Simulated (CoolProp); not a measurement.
A Linde-Hampson liquefier for normal hydrogen: isothermal reversible compression at 300 K from 1 atm to 30 MPa, throttling to 1 atm, return gas leaving the recuperator 2 K below the feed. Each further row changes one setting.

Values from CoolProp's reference Helmholtz-energy equation of state, Leachman 2009.

| case | compression work (kJ/kg of gas) |
|---|---|
| as stated | 7270 |
| high pressure 60 MPa | 8360 |
| warm-end temperature 330 K | 7970 |
| warm-end gap 7 K | 7270 |
